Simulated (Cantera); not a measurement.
## Ignition delay

Mixture: 4.23 % CH₄, 20.1 % O₂, 75.7 % N₂, at 30.0 bar, adiabatic and at constant volume. Ignition delay is the time to a rise of 400 K.

Computed with Cantera and GRI-Mech 3.0 (53 species, 325 reactions). The pressure lies above the range GRI-Mech 3.0 was tuned for (to about 10 atm).

```json
[
 {"T0 (K)": "1275", "delay (ms)": "0.458"},
 {"T0 (K)": "1375", "delay (ms)": "0.161"},
 {"T0 (K)": "1475", "delay (ms)": "0.0643"},
 {"T0 (K)": "1575", "delay (ms)": "0.0283"},
 {"T0 (K)": "1675", "delay (ms)": "0.0135"},
 {"T0 (K)": "1775", "delay (ms)": "0.00688"},
 {"T0 (K)": "1875", "delay (ms)": "0.00374"},
 {"T0 (K)": "1975", "delay (ms)": "0.00216"},
 {"T0 (K)": "2075", "delay (ms)": "0.00132"},
 {"T0 (K)": "2175", "delay (ms)": "0.000848"}
]
```

| Item | Result |
|---|---|
| apparent activation energy between 1975 and 2175 K | 170 kJ/mol |
